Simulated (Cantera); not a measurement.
Feed: 1 mol SiCl₄, 1.4 mol HCl, 3.9 mol H₂, at 702 °C and 0.100 bar.

Method: chemical equilibrium by Gibbs-energy minimisation in Cantera with the NASA 1993 tables (ideal gas, pure condensed phases). Candidate condensed phases: Si; 19 gas species. The tables' values for SiCl₃ are old estimates; treat these amounts as uncertain. Kinetics and transport are ignored.

**Question.** What is the equilibrium state?

**Answer.** 
```
Quantity                             Result
--------------------------------  ---------
x(H₂)                                 0.616
x(HCl)                                0.225
x(SiCl₄)                              0.156
x(SiHCl₃)                           0.00245
x(SiCl₃)                           0.000123
x(SiH₂Cl₂)                          4.02e-6
x(SiCl₂)                            2.76e-6
gas amount                        6.300 mol
log10 activity of Si(s) (absent)      -4.68
```
